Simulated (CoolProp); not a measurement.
Vapour-liquid equilibrium of m-xylene (1) + o-xylene (2) at 0.185 MPa; x and y are mole fractions of (1).

Computed with CoolProp (multi-fluid Helmholtz-energy mixture model, Zhou 2012 and Zhou 2012; pair parameters Bell 2016).

Question: Give the bubble temperature and the first vapour's composition at x = 0.05, 0.35, 0.85. Is there an azeotrope?

Answer: x = 0.05: 168.4 °C, y = 0.056; x = 0.35: 166.6 °C, y = 0.379; x = 0.85: 163.8 °C, y = 0.865. No azeotrope shows between x = 0.05 and 0.95.

Pair parameters are fitted to limited data, so mixtures are less certain than the pure fluids.
